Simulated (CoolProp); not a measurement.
Vapour-liquid equilibrium of CH2F2 (R32) (1) + R123 (2) at 297.5 K; x and y are mole fractions of (1).

Model: multi-fluid Helmholtz-energy mixture model, Tillner-Roth 1997 and Younglove 1994; pair parameters Bell 2016, in CoolProp.

### Question
Give the bubble pressure and the first vapour's composition at x = 0.05, 0.5, 0.8. Is there an azeotrope?

### Answer
x = 0.05: 0.1820 MPa, y = 0.516; x = 0.5: 0.9146 MPa, y = 0.926; x = 0.8: 1.325 MPa, y = 0.970. No azeotrope shows between x = 0.05 and 0.95.

The pair parameters rest on a limited set of measurements; away from them the model extrapolates. The gap from Raoult's law changes sign with composition, which may be real or a fault of the pair parameters; it wasn't checked against measurements.
